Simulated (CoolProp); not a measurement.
Vapour-liquid equilibrium of isobutane (1) + n-butane (2) at 373 kPa; x and y are mole fractions of (1).

Computed with CoolProp (multi-fluid Helmholtz-energy mixture model, Bücker 2006 and Bücker 2006; pair parameters Kunz 2012).

Give the bubble temperature and the first vapour's composition at x = 0.05, 0.65, 0.95. Is there an azeotrope?

x = 0.05: 311.9 K, y = 0.067; x = 0.65: 304.2 K, y = 0.717; x = 0.95: 300.8 K, y = 0.963. No azeotrope shows between x = 0.05 and 0.95.

The pair parameters rest on a limited set of measurements; away from them the model extrapolates.
